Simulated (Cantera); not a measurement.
An isothermal plug-flow reactor at 550 K and 0.237 atm (inlet), inlet velocity 0.55 m/s, active area per volume 3500 1/m; feed 0.880 % H₂, 3.86 % O₂, 95.3 % N₂.

Model: Deutschmann's 1995 Pt surface mechanism with GRI-Mech 3.0 gas chemistry, integrated in Cantera. Catalytic surfaces can have several steady states; this one follows from the mechanism file's or the stated starting coverage. Mass transfer to the wall is taken as infinitely fast.

One state of this run: x H₂ = 0.000341; x O₂ = 0.0345; x H₂O = 0.00850; θ free Pt = 0.0154; θ O* = 0.981; θ OH* = 0.00396. x: gas mole fraction; θ: surface coverage.

**Question.** Which value of z (m) does it belong to?
(A) 0.00012
(B) 0.0016
(C) 0.00035
(D) 0.0075

**Answer.** C, 0.00035
